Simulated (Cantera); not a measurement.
Input (Python, Cantera) and output of one run.

```python
import numpy as np
import cantera as ct

gas_names = """
    O2 H2O
""".split()
cond_names = """
    Sr(L) SrO(s) SrO2H2(L)
""".split()


# ... load() reads the species with a 1 bar reference pressure and builds the phases ...
species = {s.name: s for s in load("nasa_gas.yaml", gas_names) + load("nasa_condensed.yaml", cond_names)}
T = 1300
g = {n: (s.thermo.h(T) - T * s.thermo.s(T)) / (ct.gas_constant * T * np.log(10)) for n, s in species.items()}
valid = cond_names  # the entries whose range holds T


def stable(la, lb):
    # potentials (over RT ln 10) of the two non-metals from log10 p(O2) and log10 p(H2O) in bar
    mu = {}
    mu["O"] = (g["O2"] + la) / 2
    mu["H"] = (g["H2O"] + lb - 1 * mu["O"]) / 2
    cost = {}
    for n in valid:
        c = species[n].composition
        cost[n] = (g[n] - sum(c.get(e, 0) * m for e, m in mu.items())) / c["Sr"]
    return min(cost, key=cost.get)


results = []
for lb in [1, -0.2, -1.3, -2.5, -3.7, -4.8, -6, -7.2, -8.3, -9.5, -10.7, -11.8, -13]:
    row = [stable(la, lb) for la in [-28, -26.6, -25.2, -23.8, -22.4, -21, -19.6, -18.2, -16.8, -15.4, -14, -12.6, -11.2, -9.8, -8.4, -7, -5.6, -4.2, -2.8, -1.4, 0]]
    results.append(row)
    print(f"{lb:6.1f}  " + " ".join(f"{valid.index(n):x}" for n in row))
print("key: " + ", ".join(f"{i:x} {n}" for i, n in enumerate(valid)))
```

It prints:

```
   1.0  2 2 2 2 2 2 2 2 2 2 2 2 2 2 2 2 2 2 2 2 2
  -0.2  1 1 1 1 1 1 1 1 1 1 1 1 1 1 1 1 1 1 1 1 1
  -1.3  1 1 1 1 1 1 1 1 1 1 1 1 1 1 1 1 1 1 1 1 1
  -2.5  1 1 1 1 1 1 1 1 1 1 1 1 1 1 1 1 1 1 1 1 1
  -3.7  1 1 1 1 1 1 1 1 1 1 1 1 1 1 1 1 1 1 1 1 1
  -4.8  1 1 1 1 1 1 1 1 1 1 1 1 1 1 1 1 1 1 1 1 1
  -6.0  1 1 1 1 1 1 1 1 1 1 1 1 1 1 1 1 1 1 1 1 1
  -7.2  1 1 1 1 1 1 1 1 1 1 1 1 1 1 1 1 1 1 1 1 1
  -8.3  1 1 1 1 1 1 1 1 1 1 1 1 1 1 1 1 1 1 1 1 1
  -9.5  1 1 1 1 1 1 1 1 1 1 1 1 1 1 1 1 1 1 1 1 1
 -10.7  1 1 1 1 1 1 1 1 1 1 1 1 1 1 1 1 1 1 1 1 1
 -11.8  1 1 1 1 1 1 1 1 1 1 1 1 1 1 1 1 1 1 1 1 1
 -13.0  1 1 1 1 1 1 1 1 1 1 1 1 1 1 1 1 1 1 1 1 1
key: 0 Sr(L), 1 SrO(s), 2 SrO2H2(L)
```

Source: NASA polynomial tables (part measured, part estimated), evaluated in Cantera. Not in the tables: the peroxide. Part of the grid cannot be reached: there another gas would pass 10 bar, or a non-metal would condense.
